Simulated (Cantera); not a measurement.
An isothermal, constant-pressure homogeneous reactor starts with N2O : H2O = 1 : 0.016 (molar parts), at 1148 K and 0.110 bar.

Model: GRI-Mech 3.0 (53 species, 325 reactions), integrated in Cantera. GRI-Mech 3.0 was tuned for natural gas; its chemistry of N2O as a main component is partial and can be far from experiment. The mechanism lacks the step 2 NO + O2 → 2 NO2, which can matter for NO2 below about 1400 K. The temperature is held fixed by assumption; the heat of reaction is taken as removed at once.

x: mole fraction; the columns are a selection and need not sum to one.

```tsv
t (s)	x N2O	x H2O	x NO	x H2O2	x O2	x HO2
0.000900	0.984	0.0157	1.78e-6	1.40e-12	9.62e-6	2.44e-8
0.00353	0.984	0.0157	…	2.57e-10	…	…
0.0139	0.984	0.0157	…	…	…	1.87e-6
0.0545	0.982	0.0157	0.000100	3.60e-8	0.000635	1.84e-6
0.214	0.976	0.0157	0.000354	1.22e-8	0.00249	1.07e-6
0.841	0.953	0.0156	0.00141	3.92e-9	0.00966	5.33e-7
3.30	0.868	0.0151	0.00554	1.87e-9	0.0358	1.87e-7
13.0	0.619	0.0138	0.0178	1.59e-9	0.113	4.70e-8
50.9	0.205	0.0116	0.0376	1.23e-9	0.242	8.49e-9
200	0.0102	0.0106	0.0447	3.08e-10	0.304	1.70e-9
```

### Question
Fill in the missing entries.

### Answer

- 0.00353, x NO: 7.40e-6
- 0.00353, x O2: 4.00e-5
- 0.00353, x HO2: 3.30e-7
- 0.0139, x NO: 2.87e-5
- 0.0139, x H2O2: 2.37e-8
- 0.0139, x O2: 0.000160
